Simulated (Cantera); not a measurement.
Input: 1 mol CCl₄, 0.062 mol Si.

Method: chemical equilibrium by Gibbs-energy minimisation in Cantera with the NASA 1993 tables (ideal gas, pure condensed phases). Candidate condensed phases: C, Si, SiC; 24 gas species. The tables' values for SiCl₃ are old estimates. Rates play no part.

Stable condensed phases, one row left out:

```
T in K \ P in Pa
              1    5.2     27    140    720   3700  19000 100000
   3300       A      A      A      A      A      A      B      B
   3100       A      A      A      A      A      B      B      B
   2700       A      A      B      B      B      B      B      B
   2500       B      B      B      B      B      B      B      B
   2300       B      B      B      B      B      B      B      B
   2100       B      B      B      B      B      B      B      B
   1900       B      B      B      B      B      B      B      B
   1700       B      B      B      B      B      B      B      B
   1500       B      B      B      B      B      B      B      B
   1300       B      B      B      B      B      B      B      B
   1100       B      B      B      B      B      B      B      B
    900       B      B      B      B      B      B      B      B
```

A: gas only; B: C.

Problem. Give the row for 2900 K.

Solution. 1: gas only; 5.2: gas only; 27: gas only; 140: gas only; 720: C; 3700: C; 19000: C; 100000: C.
